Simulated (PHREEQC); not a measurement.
Dissolve 15 mmol/kgw HNO3, 1.2 mmol/kgw Fe(NO3)3 and 0.33 mmol/kgw KH2PO4 at 94 °C. Closed to the air; pH follows from the charge balance.

Equilibrium calculation in PHREEQC: ion-association model, wateq4f.dat.

```json
[
 {"quantity": "pH", "before": "1.86", "after": "2.85"},
 {"quantity": "ionic strength (mol/kgw)", "before": "0.0200", "after": "0.0194"}
]
```

Which change was made?
A. KH2PO4 from 0.00033 to 0.000495 mol/kgw
B. HNO3 replaced by KNO3 at the same molality
C. Fe(NO3)3 left out
D. diluted 10-fold with water
E. HNO3 from 0.015 to 0.15 mol/kgw

B, HNO3 replaced by KNO3 at the same molality

No solid was allowed to form. Some of these states are supersaturated (in Strengite, Hematite (slow to form), for instance). H3PO4, which wateq4f.dat lacks, is added to it with the constant of phreeqc.dat. At this temperature some constants are extrapolated from 25 °C, and those without enthalpy data are left unchanged.
